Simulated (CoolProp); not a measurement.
R236EA at 293.15 K and 1.4 MPa is throttled through a valve to 0.518 MPa with no heat exchange. Each further row changes one setting.

The numbers come from the reference Helmholtz-energy equation of state, Rui 2013 in CoolProp.

```
case                       temperature change (K)  final phase  final density (kg/m³)
-------------------------  ----------------------  -----------  ---------------------
as stated                                       ?       liquid                   1440
outlet pressure 0.155 MPa                       ?            ?                      ?
outlet pressure 0.673 MPa                       ?       liquid                   1440
```

**Question.** What belongs in the gaps?

**Answer.** 
- as stated, temperature change (K): +0.2
- outlet pressure 0.155 MPa, temperature change (K): -2.9
- outlet pressure 0.155 MPa, final phase: two-phase, vapour fraction 0.025
- outlet pressure 0.155 MPa, final density (kg/m³): 329
- outlet pressure 0.673 MPa, temperature change (K): +0.1
